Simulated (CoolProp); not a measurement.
The fluid at 293.15 K and 0.938 MPa is compressed adiabatically to 7 MPa with isentropic efficiency 1. The same conditions are run with several fluids, on thermodynamics alone (safety and materials aside).

Computed with CoolProp (reference Helmholtz-energy equation of state of each fluid (nitrogen: Span 2000; ethylene: Smukala 2000; nitrous oxide: Lemmon 2006; hydrogen sulfide: Lemmon 2006; carbon dioxide: Span 1996)).

| fluid | work (kJ/kg) | final temperature (K) | final phase | final density (kg/m³) |
|---|---|---|---|---|
| nitrogen | 239 | ___ | supercritical | 43.9 |
| ethylene | ___ | 429.1 | supercritical | 61.8 |
| nitrous oxide | ___ | 452.9 | gas | 89.6 |
| hydrogen sulfide | 168 | 485.0 | gas | ___ |
| carbon dioxide | 132 | 456.6 | gas | 87.5 |

Problem. Complete the blanks.

Solution. 
- nitrogen, final temperature (K): 521.3
- ethylene, work (kJ/kg): 195
- nitrous oxide, work (kJ/kg): 130
- hydrogen sulfide, final density (kg/m³): 66.6
